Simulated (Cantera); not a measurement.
Feed: 1 mol TiO2, 0.24 mol Cl2, 1 mol H2, equilibrated at 775 °C and 1 atm.

These are equilibrium values from Cantera (NASA tables, ideal gas, pure condensed phases), not measurements of a reactor. Candidate condensed phases: H2O, Ti, TiCl2, TiCl3, TiCl4, TiO, TiO2, Ti2O3, Ti3O5, Ti4O7; 23 gas species. Condensed phases not in the tables: TiOCl. Rates play no part.

Base state: H2 0.613, HCl 0.384, H2O 0.00157, TiCl4 0.000778 (mole fractions); condensed: TiO2(rutile).

**Question.** What changes in the equilibrium state with this change: Cl2 from 0.24 to 0.062 mol?

**Answer.** 
| species | before | after |
|---|---|---|
| H2 | 0.613 | 0.883 |
| HCl | 0.384 | 0.116 |
| H2O | 0.00157 | 0.000321 |
| TiCl4 | 0.000778 | 0.000155 |
| TiO2(rutile), mol | 0.999 | 1.000 |
